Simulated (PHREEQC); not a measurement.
A column of 0.1 m (40 cells, dispersivity 0.0035 m, 3600 s a shift, diffusion coefficient 3e-10 m²/s) holds 0.0078 eq of the database's cation exchanger X per kg of pore water, first in equilibrium with 0.076 mol/kgw KBr, 0.0035 mol/kgw (NH4)2SO4 and 1e-05 mol/kgw HCl. It is flushed with 0.54 mmol/kgw Na2SO4, 3.1 mmol/kgw NaCl, 0.36 mmol/kgw (NH4)2SO4 and 0.01 mmol/kgw HCl, at 25 °C. Values are for the last cell. No CO2 enters from the air. Nothing may precipitate in this run.

All values are PHREEQC results (ion-association model, phreeqc.dat), not measurements.

Question: Predict Br in solution (mol/kgw) at pore volumes = 2.013, 4.013, 4.213.

Answer: 
| pore volumes | Br in solution (mol/kgw) |
|---|---|
| 2.013 | 0.000262 |
| 4.013 | 1.28e-9 |
| 4.213 | 3.60e-10 |
